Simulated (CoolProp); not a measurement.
R245ca along the isotherm -11.15 °C: density (kg/m³) from the reference equation and from simpler models built on Tc = 174.4 °C, pc = 3941 kPa, ω = 0.355; each cubic takes its own stable root.

Computed with CoolProp (reference Helmholtz-energy equation of state, Zhou 2016).

```json
[
 {"p (kPa)": "6.23", "phase": "gas", "reference": "0.3847", "Soave-Redlich-Kwong": "0.3844", "Peng-Robinson": "0.3845"},
 {"p (kPa)": "10.5", "phase": "gas", "reference": "0.6500", "Soave-Redlich-Kwong": "0.6492", "Peng-Robinson": "0.6493"},
 {"p (kPa)": "17.7", "phase": "gas", "reference": "1.100", "Soave-Redlich-Kwong": "1.098", "Peng-Robinson": "1.098"},
 {"p (kPa)": "29.9", "phase": "liquid", "reference": "1475", "Soave-Redlich-Kwong": "1359", "Peng-Robinson": "1532"},
 {"p (kPa)": "50.5", "phase": "liquid", "reference": "1475", "Soave-Redlich-Kwong": "1359", "Peng-Robinson": "1532"},
 {"p (kPa)": "85.3", "phase": "liquid", "reference": "1475", "Soave-Redlich-Kwong": "1359", "Peng-Robinson": "1532"},
 {"p (kPa)": "144", "phase": "liquid", "reference": "1475", "Soave-Redlich-Kwong": "1359", "Peng-Robinson": "1532"},
 {"p (kPa)": "243", "phase": "liquid", "reference": "1475", "Soave-Redlich-Kwong": "1360", "Peng-Robinson": "1533"},
 {"p (kPa)": "410", "phase": "liquid", "reference": "1475", "Soave-Redlich-Kwong": "1360", "Peng-Robinson": "1533"},
 {"p (kPa)": "692", "phase": "liquid", "reference": "1476", "Soave-Redlich-Kwong": "1361", "Peng-Robinson": "1534"},
 {"p (kPa)": "1170", "phase": "liquid", "reference": "1477", "Soave-Redlich-Kwong": "1362", "Peng-Robinson": "1535"},
 {"p (kPa)": "1970", "phase": "liquid", "reference": "1478", "Soave-Redlich-Kwong": "1364", "Peng-Robinson": "1536"}
]
```
